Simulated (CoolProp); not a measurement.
Vapour-liquid equilibrium of CH2F2 (R32) (1) + R142b (2) at 260.8 K; x and y are mole fractions of (1).

The numbers come from the multi-fluid Helmholtz-energy mixture model, Tillner-Roth 1997 and Lemmon 2006; pair parameters Bell 2016 in CoolProp.

```
x     bubble pressure (bar)  y at the bubble point  dew pressure at overall composition x (bar)  liquid density (mol/L)
----  ---------------------  ---------------------  -------------------------------------------  ----------------------
0.05             (withheld)                  0.266                                       0.9288                   12.21
0.15                  1.727                  0.547                                        1.024                   12.80
0.25                  2.278                  0.688                                        1.142                   13.43
0.35             (withheld)                  0.772                                        1.290                   14.11
0.45             (withheld)                  0.827                                        1.481                   14.87
0.55                  3.683             (withheld)                                        1.737                   15.70
0.65             (withheld)                  0.899                                        2.099                   16.64
0.75                  4.434                  0.927                                        2.638                   17.69
0.85             (withheld)                  0.954                                        3.493                   18.90
0.95                  5.168                  0.984                                        4.739                   20.29
```

Task: Some entries are withheld; supply them.

Result: 
- 0.05, bubble pressure (bar): 1.164
- 0.35, bubble pressure (bar): 2.793
- 0.45, bubble pressure (bar): 3.261
- 0.55, y at the bubble point: 0.867
- 0.65, bubble pressure (bar): 4.069
- 0.85, bubble pressure (bar): 4.794

No azeotrope shows between x = 0.05 and 0.95.

The pair parameters rest on a limited set of measurements; away from them the model extrapolates.
